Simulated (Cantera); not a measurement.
Catalytic stagnation flow on Pt

A jet of CH₄ : O₂ : N₂ = 0.059 : 0.13 : 0.79 (molar parts) at 300 K and 8600 Pa hits a platinum plate 4.6 cm away at a mass flux of 0.066 kg/m²/s; the plate temperature is set and raised in steps from an oxygen-covered start.

Cantera simulation using Deutschmann's 1995 Pt surface mechanism with GRI-Mech 3.0 gas chemistry; the numbers are that mechanism's predictions, not measurements. Catalytic surfaces can have several steady states; this one follows from the mechanism file's or the stated starting coverage.

```
plate T (K)  wall x CH₄  wall x O₂  wall x H₂O  wall x OH  wall x CO  wall x CO₂  θ free Pt   θ O*    θ OH*
-----------  ----------  ---------  ----------  ---------  ---------  ----------  ---------  -----  -------
900              0.0390     0.0872      0.0399    3.84e-8    1.57e-5      0.0262      0.221  0.778  0.00162
950              0.0284     0.0645      0.0597    1.22e-7    1.64e-5      0.0394      0.307  0.691  0.00179
1000             0.0201     0.0471      0.0747    3.30e-7    1.66e-5      0.0496      0.398  0.600  0.00177
1050             0.0147     0.0357      0.0845    7.78e-7    1.71e-5      0.0562      0.488  0.510  0.00163
1100             0.0113     0.0286      0.0906    1.65e-6    1.83e-5      0.0604      0.573  0.426  0.00143
1150            0.00910     0.0241      0.0944    3.20e-6    2.05e-5      0.0630      0.648  0.351  0.00123
1200            0.00767     0.0212      0.0968    5.82e-6    2.40e-5      0.0646      0.714  0.285  0.00103
```
x: mole fraction at the wall; θ: surface coverage.
